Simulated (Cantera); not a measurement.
Cantera run, input and output.

```python
import numpy as np
import cantera as ct

gas = ct.Solution("gri30.yaml")
gas.TPX = 1925, 7900, {'NO': 1, 'N2': 0.4}
reactor = ct.IdealGasConstPressureReactor(gas, energy="off", clone=False)
net = ct.ReactorNet([reactor])
net.rtol, net.atol = 1e-08, 1e-18
show = ['NO', 'O', 'O2', 'N2O', 'NO2', 'N2']
times = np.geomspace(0.0007, 50, 13)

steps = ct.SolutionArray(gas, extra=["t"])
rows = []
print(f"{'t/s':>10s}{'T/K':>9s}{'P/Pa':>11s}" + "".join(f"{s:>11s}" for s in show))
for t in times:
    while net.time < t:
        t_next = net.step()
        steps.append(gas.state, t=t_next)
    rows.append([np.interp(t, steps.t, y) for y in (steps.T, steps.P, *steps(*show).X.T)])
    print(f"{t:10.3e}{rows[-1][0]:9.1f}{rows[-1][1]:11.4g}" + "".join(f"{x:11.3e}" for x in rows[-1][2:]))
rate = np.gradient(steps.T, steps.t)
print("integrator steps:", len(steps.t))
if steps.T.max() > steps.T[0] + 200:
    print(f"time of steepest temperature rise: {steps.t[rate.argmax()]:.4e} s")
gas.TPX = 1925, 7900, {'NO': 1, 'N2': 0.4}
gas.equilibrate("TP")
print(f"equilibrium (TP): T = {gas.T:.1f} K  " + "  ".join(f"{s} {gas[s].X[0]:.3e}" for s in show))
```

Result:

```
       t/s      T/K       P/Pa         NO          O         O2        N2O        NO2         N2
 7.000e-04   1925.0       7900  7.142e-01  1.705e-05  3.768e-07  1.787e-05  2.261e-06  2.857e-01
 1.777e-03   1925.0       7900  7.142e-01  4.006e-05  2.659e-06  4.260e-05  1.077e-05  2.857e-01
 4.509e-03   1925.0       7900  7.140e-01  8.955e-05  2.307e-05  9.234e-05  3.618e-05  2.858e-01
 1.144e-02   1925.0       7900  7.135e-01  1.477e-04  1.764e-04  1.612e-04  6.488e-05  2.859e-01
 2.904e-02   1925.0       7900  7.123e-01  1.674e-04  7.564e-04  2.012e-04  7.330e-05  2.865e-01
 7.371e-02   1925.0       7900  7.091e-01  1.771e-04  2.321e-03  2.028e-04  7.921e-05  2.881e-01
 1.871e-01   1925.0       7900  7.011e-01  1.969e-04  6.330e-03  1.960e-04  9.180e-05  2.921e-01
 4.748e-01   1925.0       7900  6.804e-01  2.395e-04  1.662e-02  1.802e-04  1.173e-04  3.024e-01
 1.205e+00   1925.0       7900  6.280e-01  3.209e-04  4.273e-02  1.468e-04  1.584e-04  3.286e-01
 3.058e+00   1925.0       7900  5.055e-01  4.542e-04  1.039e-01  8.884e-05  1.943e-04  3.899e-01
 7.762e+00   1925.0       7900  2.864e-01  6.218e-04  2.134e-01  2.637e-05  1.582e-04  4.994e-01
 1.970e+01   1925.0       7900  8.174e-02  7.433e-04  3.157e-01  2.108e-06  5.520e-05  6.017e-01
 5.000e+01   1925.0       7900  1.641e-02  7.778e-04  3.484e-01  1.676e-07  1.166e-05  6.344e-01
integrator steps: 982
equilibrium (TP): T = 1925.0 K  NO 7.246e-03  O 7.824e-04  O2 3.530e-01  N2O 1.038e-07  NO2 5.183e-06  N2 6.390e-01
```

Cantera simulation using GRI-Mech 3.0 (53 species, 325 reactions); the numbers are that mechanism's predictions, not measurements.
